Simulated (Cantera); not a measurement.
Chlorosilane synthesis and conversion: Si + HCl + H2 + Cl2

Input: 1 mol Si, 1.9 mol HCl, 0.54 mol H2, 0.68 mol Cl2, at 22.0 bar.

Equilibrium computed with Cantera from the NASA thermochemical tables; the gas is ideal and each condensed phase is pure. Candidate condensed phases: Si; 19 gas species. The tables' values for SiCl3 are old estimates; treat these amounts as uncertain. The numbers say what is thermodynamically allowed, not how fast it happens.

From 527 °C to 777 °C the condensed part is Si(s). The main Si-bearing gas is SiCl4 throughout.

```csv
T (°C),x H2,x SiCl4,x SiHCl3,x SiH2Cl2,x HCl,x SiCl3,n Si(s)
527,0.573,0.224,0.189,0.0129,0.000614,3.69e-5,0.0675
552,0.573,0.225,0.188,0.0132,0.000850,5.97e-5,0.0680
577,0.573,0.226,0.186,0.0135,0.00115,9.38e-5,0.0686
602,0.573,0.226,0.185,0.0138,0.00154,0.000144,0.0693
627,0.573,0.227,0.183,0.0140,0.00202,0.000214,0.0699
652,0.573,0.228,0.182,0.0142,0.00261,0.000313,0.0706
677,0.573,0.228,0.180,0.0145,0.00332,0.000449,0.0714
702,0.573,0.228,0.179,0.0147,0.00418,0.000631,0.0722
727,0.572,0.229,0.178,0.0149,0.00520,0.000870,0.0731
752,0.572,0.229,0.176,0.0150,0.00639,0.00118,0.0740
777,0.571,0.229,0.175,0.0152,0.00777,0.00158,0.0750
```
x: gas mole fraction; n: condensed amount in mol.
